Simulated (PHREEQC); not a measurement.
# Sulfide liquor

A solution holds 49 mmol/kgw H2S and 2.5 mmol/kgw NaCl, at 20 °C. Closed to the air; pH follows from the charge balance.

The numbers come from PHREEQC with the ion-association model, phreeqc.dat.

Each row changes one thing in this solution. No solid was allowed to form.

```tsv
case	pH	ionic strength (mol/kgw)	HS- (mol/kgw)	SI of Halite (NaCl)
as made	4.16	0.00257	7.30e-5	-6.82
0.021 mol/kgw H3PO4 added	2.05	0.0124	?	-6.87
NaCl from 0.0025 to 0.00225 mol/kgw	4.16	?	7.28e-5	-6.91
0.00058 mol/kgw HF added	3.42	0.00290	1.33e-5	-6.82
diluted 2-fold with water	4.31	0.00130	5.08e-5	-7.41
H2S replaced by NH4HS at the same molality	8.21	0.0491	0.0466	-6.94
```

Q: Fill in the missing entries.

A: 
- 0.021 mol/kgw H3PO4 added, HS- (mol/kgw): 5.99e-7
- NaCl from 0.0025 to 0.00225 mol/kgw, ionic strength (mol/kgw): 0.00232
